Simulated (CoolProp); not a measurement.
A simple Rankine cycle with c-C4F8 (RC318): condensing at 330.15 K, boiler at 1.82 MPa, turbine inlet 369.3 K, turbine efficiency 0.8, pump efficiency 0.8, no recuperator. Each further row changes one setting.

Computed with CoolProp (reference Helmholtz-energy equation of state, Platzer 1990). This equation is an older, rougher fit; its heat capacities, sound speeds and derivatives of the liquid may be far off and weren't checked against measurements.

```csv
case,thermal efficiency (%),net work (kJ/kg),heat in (kJ/kg),turbine exit temperature (K),volume ratio over the turbine
as stated,6.0,6.53,109,345.5,2.93
turbine inlet 389.3 K,5.8,7.70,132,369.1,2.66
condensing temperature 322.15 K,7.1,8.44,118,341.3,3.69
boiler pressure 1.27 MPa,3.7,4.42,118,358.2,1.75
turbine efficiency 0.7,5.1,5.59,109,346.5,2.94
```
